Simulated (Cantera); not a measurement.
Mixture: CH4 : O2 : N2 = 1 : 2.9 : 10.9 (molar parts), equivalence ratio 0.69, at 1.00 bar, adiabatic and at constant pressure. Ignition delay is the time to a rise of 400 K.

Model: GRI-Mech 3.0 (53 species, 325 reactions), integrated in Cantera.

Problem. Predict: delay at 1100 K; delay at 1200 K; delay at 1300 K; delay at 1400 K; delay at 1500 K; apparent activation energy between 1450 and 1550 K.

Solution. 
- delay at 1100 K = 0.171 s
- delay at 1200 K = 37.7 ms
- delay at 1300 K = 9.69 ms
- delay at 1400 K = 2.91 ms
- delay at 1500 K = 1.03 ms
- apparent activation energy between 1450 and 1550 K = 180 kJ/mol
